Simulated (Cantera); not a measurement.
Charge: 1 mol SiC, 0.031 mol O₂, 2.5 mol H₂, 0.16 mol N₂O, at 1.05 Torr.

Method: chemical equilibrium by Gibbs-energy minimisation in Cantera with the NASA 1993 tables (ideal gas, pure condensed phases). Candidate condensed phases: C, C₆H₆, C₇H₈, C₈H₁₈, H₂O, Si, SiC, SiO₂, Si₂N₂O, Si₃N₄; 151 gas species. Mutual solubility and eutectic melting of coexisting phases are not modelled. Gases not in the tables: Si₂H₆ and higher silanes. Equilibrium is a limit: real reactors are often held back by kinetics, nucleation or transport.

Problem. Which condensed phases are stable at each of these points (T (K)): 1525, 1600, 1675, 1750, 1825, 1900, 1975, 2050?

Solution. 
```
T (K)    condensed phases  Si condensed (%)
-----  ------------------  ----------------
1525   SiC(s) + Si₂N₂O(s)              95.7
1600               SiC(s)              88.9
1675               SiC(s)              88.9
1750               SiC(s)              88.8
1825               SiC(s)              88.7
1900               SiC(s)              88.3
1975               SiC(s)              87.1
2050               SiC(s)              84.5
```

At 1525 K the condensed part is SiC(s) + Si₂N₂O(s). From 1600 K to 2050 K the condensed part is SiC(s).
